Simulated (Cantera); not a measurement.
What does this Cantera script print?

```python
import numpy as np
import cantera as ct

gas_names = """
    C CH CH2 CH3 CH2OH CH3O CH4 CH3OH CO CO2 COOH C2 C2H CHCO,ketyl C2H2,acetylene C2H2,vinylidene
    CH2CO,ketene C2H3,vinyl CH3CO,acetyl C2H4 C2H4O,ethylen CH3CHO,ethanal CH3COOH (HCOOH)2 C2H5 C2H6
    CH3OCH3 C2H5OH C2O C3 C3H3,propargyl C3H4,allene C3H4,propyne C3H4,cyclo- C3H5,allyl C3H6,propylene
    C3H6,cyclo- C3H6O C3H7,n-propyl C3H7,i-propyl C3H8 C3H8O,1propanol C3H8O,2propanol C3O2 C4 C4H2
    C4H4,1,3-cyclo- C4H6,butadiene C4H6,2-butyne C4H6,cyclo- C4H8,1-butene C4H8,cis2-buten
    C4H8,tr2-butene C4H8,isobutene C4H8,cyclo- (CH3COOH)2 C4H9,n-butyl C4H9,i-butyl C4H9,s-butyl
    C4H9,t-butyl C4H10,isobutane C4H10,n-butane C5 C5H6,1,3cyclo- C5H8,cyclo- C5H10,1-pentene
    C5H10,cyclo- C5H11,pentyl C5H11,t-pentyl C5H12,n-pentane C5H12,i-pentane CH3C(CH3)2CH3 C6H2
    C6H5,phenyl C6H5O,phenoxy C6H6 C6H5OH,phenol C6H10,cyclo- C6H12,1-hexene C6H12,cyclo- C6H13,n-hexyl
    C7H7,benzyl C7H8 C7H8O,cresol C7H14,1-heptene C7H15,n-heptyl C7H16,n-heptane C8H8,styrene
    C8H10,ethylbenz C8H16,1-octene C8H17,n-octyl C8H18,isooctane C8H18,n-octane C9H19,n-nonyl
    C10H8,naphthale C10H21,n-decyl C12H9,o-bipheny C12H10,bipheny Cu CuO Cu2 H HCO HO2 H2
    HCHO,formaldehy HCOOH H2O H2O2 O OH O2 O3
""".split()
cond_names = """
    C(gr) C6H6(L) C7H8(L) C8H18(L),n-octa Cu(cr) Cu(L) CuO(s) CuO2H2(s) Cu2O(s) Cu2O(L) H2O(s) H2O(L)
""".split()


def load(file, names, dense=False):
    # The tables refer to 1 bar. Condensed volumes are neglected.
    table = {s.name: s for s in ct.Species.list_from_file(file)}
    out = []
    for n in names:
        d = dict(table[n].input_data)
        d["thermo"] = dict(d["thermo"], **{"reference-pressure": 1e5})
        if dense:
            d["equation-of-state"] = {"model": "constant-volume", "density": "1e6 g/cm^3"}
        out.append(ct.Species.from_dict(d))
    return out


gas = ct.Solution(thermo="ideal-gas", species=load("nasa_gas.yaml", gas_names))
cond = {s.name: ct.Solution(thermo="fixed-stoichiometry", species=[s], name=s.name)
        for s in load("nasa_condensed.yaml", cond_names, dense=True)}
atoms = {
    'CuO': {'Cu': 1, 'O': 1},
    'CH4': {'C': 1, 'H': 4},
    'CO': {'C': 1, 'O': 1},
}
top_T = {'C(gr)': 4500, 'CuO(s)': 1390}  # K; cautious upper limits of use, not melting points


def equilibrate(T, P, feed):
    n = {}
    for name, mol in feed.items():
        for a, k in atoms[name].items():
            n[a] = n.get(a, 0.0) + k * mol
    gas.TPX = T, P, n
    mass = sum(n.values()) * gas.mean_molecular_weight
    gas.equilibrate("TP")
    valid = [c for c in cond.values() if c.min_temp <= T <= top_T.get(c.name, c.max_temp)]
    mix = ct.Mixture([(gas, mass / gas.mean_molecular_weight)] + [(c, 0.0) for c in valid])
    mix.T, mix.P = T, P
    mix.equilibrate("TP", solver="vcs", rtol=1e-11, max_steps=5000)
    return mix


results = []
feed = {'CuO': 1, 'CH4': 0.37, 'CO': 0.012}  # mol
T = 1525  # K
for P in [10, 42, 180, 750, 3200, 13000, 56000, 240000, 1000000]:
    mix = equilibrate(T, P, feed)
    results.append((T, P, feed, dict(zip(mix.species_names, mix.species_moles))))
    x = sorted(zip(gas.X, gas.species_names), reverse=True)
    print(f"T = {T:g} K  P = {P:g} Pa  gas = {mix.phase_moles(0):.4g} mol")
    print("   x: " + "  ".join(f"{s} {v:.3e}" for v, s in x if v > 0.001))
    print("   condensed (mol): " + ("  ".join(f"{mix.phase(i).name} {mix.phase_moles(i):.4g}"
          for i in range(1, mix.n_phases) if mix.phase_moles(i) > 1e-12) or "none"))
```

Output:

```
T = 1525 K  P = 10 Pa  gas = 1.282 mol
   x: H2O 3.714e-01  H2 2.051e-01  CO 1.781e-01  Cu 1.244e-01  CO2 1.198e-01  H 1.071e-03
   condensed (mol): Cu(L) 0.8403
T = 1525 K  P = 42 Pa  gas = 1.157 mol
   x: H2O 4.119e-01  H2 2.276e-01  CO 1.975e-01  CO2 1.328e-01  Cu 2.962e-02
   condensed (mol): Cu(L) 0.9657
T = 1525 K  P = 180 Pa  gas = 1.13 mol
   x: H2O 4.217e-01  H2 2.331e-01  CO 2.022e-01  CO2 1.359e-01  Cu 6.912e-03
   condensed (mol): Cu(L) 0.9922
T = 1525 K  P = 750 Pa  gas = 1.124 mol
   x: H2O 4.239e-01  H2 2.344e-01  CO 2.033e-01  CO2 1.366e-01  Cu 1.659e-03
   condensed (mol): Cu(L) 0.9981
T = 1525 K  P = 3200 Pa  gas = 1.122 mol
   x: H2O 4.245e-01  H2 2.347e-01  CO 2.036e-01  CO2 1.368e-01
   condensed (mol): Cu(L) 0.9996
T = 1525 K  P = 13000 Pa  gas = 1.122 mol
   x: H2O 4.246e-01  H2 2.348e-01  CO 2.036e-01  CO2 1.368e-01
   condensed (mol): Cu(L) 0.9999
T = 1525 K  P = 56000 Pa  gas = 1.122 mol
   x: H2O 4.247e-01  H2 2.348e-01  CO 2.037e-01  CO2 1.368e-01
   condensed (mol): Cu(L) 1
T = 1525 K  P = 240000 Pa  gas = 1.122 mol
   x: H2O 4.247e-01  H2 2.348e-01  CO 2.037e-01  CO2 1.368e-01
   condensed (mol): Cu(L) 1
T = 1525 K  P = 1e+06 Pa  gas = 1.122 mol
   x: H2O 4.247e-01  H2 2.348e-01  CO 2.037e-01  CO2 1.368e-01
   condensed (mol): Cu(L) 1
```

Equilibrium computed with Cantera from the NASA thermochemical tables; the gas is ideal and each condensed phase is pure.
